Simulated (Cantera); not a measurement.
A closed system holds: 1 mol SiCl4, 0.021 mol C3H8, 24 mol H2, equilibrated at 5.70 Torr.

Method: chemical equilibrium by Gibbs-energy minimisation in Cantera with the NASA 1993 tables (ideal gas, pure condensed phases). Candidate condensed phases: C, C6H6, C7H8, C8H18, Si, SiC; 109 gas species. Mutual solubility and eutectic melting of coexisting phases are not modelled. Gases not in the tables: Si2H6 and higher silanes. The numbers say what is thermodynamically allowed, not how fast it happens.

Task: Which condensed phases are stable at each of these points (T (°C)): 1327, 1427, 1527, 1627, 1727, 1827, 1927, 2027, 2127, 2227, 2327?

Result: 
```tsv
T (°C)	condensed phases	Si condensed (%)
1327	Si(s) + SiC(s)	17.1
1427	Si(l) + SiC(s)	15.4
1527	Si(l) + SiC(s)	19.1
1627	Si(l) + SiC(s)	19.3
1727	Si(l) + SiC(s)	9.6
1827	SiC(s)	4.8
1927	SiC(s)	1.7
2027	gas only	0.0
2127	gas only	0.0
2227	gas only	0.0
2327	gas only	0.0
```

At 1327 °C the condensed part is Si(s) + SiC(s). From 1427 °C to 1727 °C the condensed part is Si(l) + SiC(s). From 1827 °C to 1927 °C the condensed part is SiC(s). From 2027 °C to 2327 °C nothing is condensed.
